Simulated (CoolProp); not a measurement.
Computed with CoolProp (reference Helmholtz-energy equation of state, Gao 2022).

Q: For n-perfluorohexane, give the phase and the density (kg/m³), cp (kJ/(kg K)), cv (kJ/(kg K)), Joule-Thomson coefficient (K/MPa) at 450 K and 396 kPa; 450 K and 2370 kPa.

A: 
- 450 K and 396 kPa: gas; density 39.0, cp 1.03, cv 0.989, Joule-Thomson coefficient 8.91
- 450 K and 2370 kPa: supercritical; density 995, cp 1.52, cv 1.05, Joule-Thomson coefficient 3.24
